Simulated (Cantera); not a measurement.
Input: 1 mol SiH4, a varied amount of CO2, 61 mol N2, at 1425 K and 0.100 bar.

Method: chemical equilibrium by Gibbs-energy minimisation in Cantera with the NASA 1993 tables (ideal gas, pure condensed phases). Candidate condensed phases: C, C6H6, C7H8, C8H18, H2O, Si, SiC, SiO2, Si2N2O, Si3N4; 151 gas species. N2 is the only nitrogen source here; it is nearly inert below about 1500 K, so the nitride shown seldom forms there in practice. Mutual solubility and eutectic melting of coexisting phases are not modelled. The tables hold silica as quartz up to 1696 K and as liquid above; real silica turns to tridymite and cristobalite and melts near 1996 K. Rates play no part.

Problem. Which condensed phases are stable at each of these points (n(CO2) (mol)): 0.27, 0.43, 0.67, 1.1, 1.7, 2.6, 4.1, 6.5, 10?

Solution. 
| n(CO2) (mol) | condensed phases | Si condensed (%) |
|---|---|---|
| 0.27 | C(graphite) + Si2N2O(s) | 100.0 |
| 0.43 | C(graphite) + Si2N2O(s) | 100.0 |
| 0.67 | SiO2(β-quartz) + Si2N2O(s) | 100.0 |
| 1.1 | SiO2(β-quartz) + Si2N2O(s) | 100.0 |
| 1.7 | SiO2(β-quartz) + Si2N2O(s) | 100.0 |
| 2.6 | SiO2(β-quartz) | 100.0 |
| 4.1 | SiO2(β-quartz) | 100.0 |
| 6.5 | SiO2(β-quartz) | 100.0 |
| 10 | SiO2(β-quartz) | 100.0 |

From 0.27 mol CO2 to 0.43 mol CO2 the condensed part is C(graphite) + Si2N2O(s). From 0.67 mol CO2 to 1.7 mol CO2 the condensed part is SiO2(β-quartz) + Si2N2O(s). From 2.6 mol CO2 to 10 mol CO2 the condensed part is SiO2(β-quartz).
